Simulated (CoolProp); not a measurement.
Vapour-liquid equilibrium of acetone (1) + n-hexane (2) at 1.47 MPa; x and y are mole fractions of (1).

Values from CoolProp's multi-fluid Helmholtz-energy mixture model, Lemmon 2006 and Thol 2019; pair parameters Bell 2016.

Task: Give the bubble temperature and the first vapour's composition at x = 0.2, 0.65, 0.8. Is there an azeotrope?

Result: x = 0.2: 442.4 K, y = 0.330; x = 0.65: 431.4 K, y = 0.666; x = 0.8: 431.7 K, y = 0.775. y crosses x between x = 0.65 and 0.8: the model has an azeotrope there.

Pair parameters are fitted to limited data, so mixtures are less certain than the pure fluids.
